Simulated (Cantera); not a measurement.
A closed system holds: 1 mol CH3Cl, 0.63 mol H2, at 577 °C and 0.00910 bar.

Method: chemical equilibrium by Gibbs-energy minimisation in Cantera with the NASA 1993 tables (ideal gas, pure condensed phases). Candidate condensed phases: C, C6H6, C7H8, C8H18; 91 gas species. The numbers say what is thermodynamically allowed, not how fast it happens.

Base state: H2 0.617, HCl 0.381, CH4 0.00215 (mole fractions); condensed: C(graphite).

Question: What changes in the equilibrium state with this change: pressure from 0.00910 bar to 0.133 bar?

Answer: 
| species | before | after |
|---|---|---|
| H2 | 0.617 | 0.581 |
| HCl | 0.381 | 0.391 |
| CH4 | 0.00215 | 0.0280 |
| C(graphite), mol | 0.994 | 0.928 |

Question: What changes in the equilibrium state with this change: temperature from 577 °C to 625 °C?

Answer: 
```json
[
 {"species": "H2", "before": "0.617", "after": "0.618"},
 {"species": "HCl", "before": "0.381", "after": "0.381"},
 {"species": "CH4", "before": "0.00215", "after": "0.00111"},
 {"species": "C(graphite), mol", "before": "0.994", "after": "0.997"}
]
```
